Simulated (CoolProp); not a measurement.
Values from CoolProp's reference Helmholtz-energy equation of state, Span 2003. It is a short technical equation, of lower accuracy than the large ones.

Q: For n-heptane, give the phase and the Z, cp (kJ/(kg K)), speed of sound (m/s), isothermal compressibility (1/MPa) at 436.6 K and 46.2 bar; 436.6 K and 162 bar; 436.6 K and 231 bar.

A: 
- 436.6 K and 46.2 bar: liquid; Z 0.228, cp 2.85, speed of sound 647, isothermal compressibility 0.00526
- 436.6 K and 162 bar: liquid; Z 0.763, cp 2.77, speed of sound 793, isothermal compressibility 0.00325
- 436.6 K and 231 bar: liquid; Z 1.07, cp 2.75, speed of sound 860, isothermal compressibility 0.00268
